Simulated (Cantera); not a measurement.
A closed system holds: 1 mol SiH2Cl2, 3.7 mol NH3, held at 0.0220 bar.

These are equilibrium values from Cantera (NASA tables, ideal gas, pure condensed phases), not measurements of a reactor. Candidate condensed phases: NH4Cl, Si, Si3N4; 28 gas species. The tables' values for SiCl, SiCl3, SiN are old estimates; treat these amounts as uncertain. Gases not in the tables: Si2H6 and higher silanes. The numbers say what is thermodynamically allowed, not how fast it happens.

x: gas mole fraction; n: condensed amount in mol.

```json
[
 {"T (°C)": "525", "x H2": "0.645", "x HCl": "0.212", "x N2": "0.139", "x SiCl2": "1.10e-10", "x H": "1.44e-11", "x Si": "<1e-12", "x SiCl4": "0.00435", "n Si3N4(s)": "0.321", "n Si(l)": "0"},
 {"T (°C)": "625", "x H2": "0.642", "x HCl": "0.218", "x N2": "0.137", "x SiCl2": "?", "x H": "?", "x Si": "<1e-12", "x SiCl4": "?", "n Si3N4(s)": "0.325", "n Si(l)": "0"},
 {"T (°C)": "725", "x H2": "0.640", "x HCl": "0.222", "x N2": "0.137", "x SiCl2": "3.78e-7", "x H": "1.16e-8", "x Si": "<1e-12", "x SiCl4": "0.00188", "n Si3N4(s)": "0.328", "n Si(l)": "0"},
 {"T (°C)": "825", "x H2": "0.639", "x HCl": "0.223", "x N2": "0.137", "x SiCl2": "?", "x H": "?", "x Si": "<1e-12", "x SiCl4": "?", "n Si3N4(s)": "0.329", "n Si(l)": "0"},
 {"T (°C)": "925", "x H2": "0.638", "x HCl": "0.224", "x N2": "0.136", "x SiCl2": "7.98e-5", "x H": "1.02e-6", "x Si": "<1e-12", "x SiCl4": "0.00103", "n Si3N4(s)": "0.330", "n Si(l)": "0"},
 {"T (°C)": "1025", "x H2": "0.638", "x HCl": "0.223", "x N2": "0.137", "x SiCl2": "0.000606", "x H": "5.77e-6", "x Si": "5.38e-12", "x SiCl4": "0.000794", "n Si3N4(s)": "0.328", "n Si(l)": "0"},
 {"T (°C)": "1125", "x H2": "0.640", "x HCl": "0.217", "x N2": "0.138", "x SiCl2": "0.00322", "x H": "2.55e-5", "x Si": "5.24e-10", "x SiCl4": "0.000571", "n Si3N4(s)": "0.320", "n Si(l)": "0"},
 {"T (°C)": "1225", "x H2": "0.645", "x HCl": "0.199", "x N2": "0.143", "x SiCl2": "0.0117", "x H": "9.30e-5", "x Si": "2.71e-8", "x SiCl4": "0.000321", "n Si3N4(s)": "0.295", "n Si(l)": "0"},
 {"T (°C)": "1325", "x H2": "0.653", "x HCl": "0.165", "x N2": "0.152", "x SiCl2": "0.0279", "x H": "0.000290", "x Si": "8.29e-7", "x SiCl4": "0.000120", "n Si3N4(s)": "0.247", "n Si(l)": "0"},
 {"T (°C)": "1425", "x H2": "0.663", "x HCl": "0.125", "x N2": "0.163", "x SiCl2": "0.0470", "x H": "0.000794", "x Si": "1.67e-5", "x SiCl4": "3.16e-5", "n Si3N4(s)": "0.189", "n Si(l)": "0"},
 {"T (°C)": "1525", "x H2": "0.643", "x HCl": "0.105", "x N2": "0.197", "x SiCl2": "0.0529", "x H": "0.00190", "x Si": "0.000140", "x SiCl4": "8.33e-6", "n Si3N4(s)": "0", "n Si(l)": "0.493"},
 {"T (°C)": "1625", "x H2": "0.638", "x HCl": "0.109", "x N2": "0.196", "x SiCl2": "0.0505", "x H": "0.00421", "x Si": "0.000558", "x SiCl4": "3.16e-6", "n Si3N4(s)": "0", "n Si(l)": "0.509"},
 {"T (°C)": "1725", "x H2": "0.631", "x HCl": "0.112", "x N2": "0.195", "x SiCl2": "0.0479", "x H": "0.00859", "x Si": "0.00193", "x SiCl4": "1.30e-6", "n Si3N4(s)": "0", "n Si(l)": "0.510"},
 {"T (°C)": "1825", "x H2": "0.620", "x HCl": "0.114", "x N2": "0.193", "x SiCl2": "0.0450", "x H": "0.0163", "x Si": "0.00594", "x SiCl4": "5.68e-7", "n Si3N4(s)": "0", "n Si(l)": "0.479"}
]
```

**Question.** Some entries are withheld; supply them.

**Answer.** 
- 625, x SiCl2: 1.03e-8
- 625, x H: 5.91e-10
- 625, x SiCl4: 0.00276
- 825, x SiCl2: 7.07e-6
- 825, x H: 1.33e-7
- 825, x SiCl4: 0.00136
